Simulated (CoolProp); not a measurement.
Properties of ammonia at several states (Tc = 132.4 °C, pc = 11.36 MPa, ω = 0.256).

The numbers come from the reference Helmholtz-energy equation of state, Gao 2020 in CoolProp.

| T (°C) | p (MPa) | phase | Joule-Thomson coefficient (K/MPa) | Prandtl number |
|---|---|---|---|---|
| 243.35 | 9.16 | gas | 4.655 | 0.947 |
| -67.45 | 9.49 | liquid | -0.2168 | 2.56 |
| 425.75 | 6.51 | gas | 2.132 | (withheld) |
| 9.55 | 8.09 | liquid | (withheld) | (withheld) |
| 65.75 | 0.727 | gas | 17.49 | 0.947 |

Question: Some entries are withheld; supply them.

Answer: 
- 425.75, Prandtl number: 0.932
- 9.55, Joule-Thomson coefficient (K/MPa): -0.1346
- 9.55, Prandtl number: 1.36

Viscosity comes from a separate model (Fenghour 1995). Thermal conductivity comes from a separate model (Tufeu 1984).
